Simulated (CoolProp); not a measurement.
Vapour pressure (MPa) of CH3F (R41): the reference equation beside estimates from Tc = 44.1 °C, pc = 5.906 MPa, ω = 0.200. Clausius-Clapeyron is anchored at -47.05 °C with a constant enthalpy of vaporisation of 14.95 kJ/mol.

Model: reference Helmholtz-energy equation of state, Lemmon 2006, in CoolProp. It is a short technical equation, of lower accuracy than the large ones.

```json
[
 {"T (°C)": "-99.55", "reference": "0.02681", "Lee-Kesler": "0.02432", "Clausius-Clapeyron": "0.03955", "van der Waals": "0.2949", "Redlich-Kwong": "0.04282", "Soave-Redlich-Kwong": "0.02467", "Peng-Robinson": "0.02577"},
 {"T (°C)": "-89.05", "reference": "0.05409", "Lee-Kesler": "0.05057", "Clausius-Clapeyron": "0.07139", "van der Waals": "0.4218", "Redlich-Kwong": "0.08434", "Soave-Redlich-Kwong": "0.05103", "Peng-Robinson": "0.05251"},
 {"T (°C)": "-78.55", "reference": "0.1002", "Lee-Kesler": "0.09608", "Clausius-Clapeyron": "0.1209", "van der Waals": "0.5818", "Redlich-Kwong": "0.1518", "Soave-Redlich-Kwong": "0.09654", "Peng-Robinson": "0.09816"},
 {"T (°C)": "-68.05", "reference": "0.1732", "Lee-Kesler": "0.1693", "Clausius-Clapeyron": "0.1940", "van der Waals": "0.7787", "Redlich-Kwong": "0.2539", "Soave-Redlich-Kwong": "0.1696", "Peng-Robinson": "0.1709"},
 {"T (°C)": "-57.55", "reference": "0.2823", "Lee-Kesler": "0.2802", "Clausius-Clapeyron": "0.2973", "van der Waals": "1.016", "Redlich-Kwong": "0.3999", "Soave-Redlich-Kwong": "0.2802", "Peng-Robinson": "0.2803"},
 {"T (°C)": "-47.05", "reference": "0.4379", "Lee-Kesler": "0.4395", "Clausius-Clapeyron": "0.4379", "van der Waals": "1.296", "Redlich-Kwong": "0.5994", "Soave-Redlich-Kwong": "0.4394", "Peng-Robinson": "0.4372"},
 {"T (°C)": "-36.55", "reference": "0.6518", "Lee-Kesler": "0.6589", "Clausius-Clapeyron": "0.6232", "van der Waals": "1.622", "Redlich-Kwong": "0.8618", "Soave-Redlich-Kwong": "0.6595", "Peng-Robinson": "0.6539"},
 {"T (°C)": "-26.05", "reference": "0.9365", "Lee-Kesler": "0.9506", "Clausius-Clapeyron": "0.8607", "van der Waals": "1.997", "Redlich-Kwong": "1.196", "Soave-Redlich-Kwong": "0.9538", "Peng-Robinson": "0.9433"},
 {"T (°C)": "-15.55", "reference": "1.306", "Lee-Kesler": "1.327", "Clausius-Clapeyron": "1.158", "van der Waals": "2.423", "Redlich-Kwong": "1.612", "Soave-Redlich-Kwong": "1.336", "Peng-Robinson": "1.320"},
 {"T (°C)": "-4.95", "reference": "1.780", "Lee-Kesler": "1.808", "Clausius-Clapeyron": "1.526", "van der Waals": "2.907", "Redlich-Kwong": "2.122", "Soave-Redlich-Kwong": "1.826", "Peng-Robinson": "1.803"},
 {"T (°C)": "5.55", "reference": "2.365", "Lee-Kesler": "2.399", "Clausius-Clapeyron": "1.964", "van der Waals": "3.442", "Redlich-Kwong": "2.726", "Soave-Redlich-Kwong": "2.429", "Peng-Robinson": "2.401"},
 {"T (°C)": "16.05", "reference": "3.087", "Lee-Kesler": "3.124", "Clausius-Clapeyron": "2.482", "van der Waals": "4.033", "Redlich-Kwong": "3.436", "Soave-Redlich-Kwong": "3.164", "Peng-Robinson": "3.134"}
]
```

Absolute difference from the reference over all 12 rows, mean and median: Lee-Kesler 2.6 and 1.5 %, Clausius-Clapeyron 16.0 and 13.1 %, van der Waals 287.7 and 172.4 %, Redlich-Kwong 35.1 and 34.5 %, Soave-Redlich-Kwong 2.8 and 2.4 %, Peng-Robinson 1.5 and 1.3 %.
